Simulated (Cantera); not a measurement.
# Low-pressure radical oxidation in H2/O2

An isothermal, constant-pressure homogeneous reactor starts with H2 : O2 = 0.012 : 1 (molar parts), equivalence ratio 0.0060, at 950 K and 21.0 Torr.

Cantera simulation using the H2/O2 subset of GRI-Mech 3.0, which has no nitrogen chemistry; the numbers are that mechanism's predictions, not measurements. Radical loss at walls, strong at low pressure, is not modelled.

```
t (s)        x H2   x O2       x O     x H2O       x H   x H2O2     x HO2
--------  -------  -----  --------  --------  --------  -------  --------
6.00e-6    0.0119  0.988    <1e-12    <1e-12    <1e-12   <1e-12    <1e-12
2.14e-5    0.0119  0.988    <1e-12    <1e-12  1.07e-12   <1e-12  1.21e-12
7.61e-5    0.0119  0.988  1.40e-12    <1e-12  2.99e-12   <1e-12  4.37e-12
0.000271   0.0119  0.988  1.20e-11  4.58e-12  7.25e-12   <1e-12  1.59e-11
0.000965   0.0119  0.988  1.25e-10  1.10e-10  3.27e-11   <1e-12  6.16e-11
0.00343    0.0119  0.988   1.18e-8   1.49e-8   2.50e-9   <1e-12  9.56e-10
0.0122    0.00495  0.984   0.00296   0.00590   0.00114  3.97e-7   1.03e-5
0.0435    4.28e-5  0.987  0.000615    0.0118   2.37e-5  5.38e-8   2.49e-6
0.155     3.34e-6  0.988   6.96e-5    0.0119   7.82e-7  3.01e-8   6.66e-7
0.552     3.13e-7  0.988   6.96e-6    0.0119   2.53e-8  1.46e-8   1.36e-7
1.97      2.46e-8  0.988   8.41e-7    0.0119   1.08e-9  4.77e-9   2.32e-8
7.00      1.79e-9  0.988   1.40e-7    0.0119  7.36e-11  1.27e-9   4.39e-9
```
x: mole fraction; the columns are a selection and need not sum to one.

Equilibrium at this temperature and pressure: H2 1.32e-12, O2 0.988, O 1.90e-10, H2O 0.0119, H <1e-12, H2O2 2.85e-12, HO2 1.81e-10 (gas phase only).
